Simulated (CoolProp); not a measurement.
Saturated liquid density (kg/m³) of CH2F2 (R32): the reference equation beside estimates from Tc = 351.3 K, pc = 5783 kPa, ω = 0.277. Rackett uses Z = 0.29056 − 0.08775 ω.

The numbers come from the reference Helmholtz-energy equation of state, Tillner-Roth 1997 in CoolProp.

| T (K) | reference | Rackett | Soave-Redlich-Kwong |
|---|---|---|---|
| 201.9 | 1266 | 1091 | 982.7 |
| 215.4 | 1230 | 1061 | 957.3 |
| 228.9 | 1192 | 1030 | 929.5 |
| 242.4 | 1153 | 997.2 | 898.8 |
| 255.9 | 1112 | 962.8 | 864.8 |
| 269.4 | 1068 | 926.0 | 826.9 |
| 282.8 | 1021 | 886.6 | 784.6 |
| 296.3 | 968.7 | 843.0 | 735.9 |
| 309.8 | 909.3 | 793.7 | 679.3 |

Absolute difference from the reference over all 9 rows, mean and median: Rackett 13.4 and 13.4 %, Soave-Redlich-Kwong 22.9 and 22.4 %.
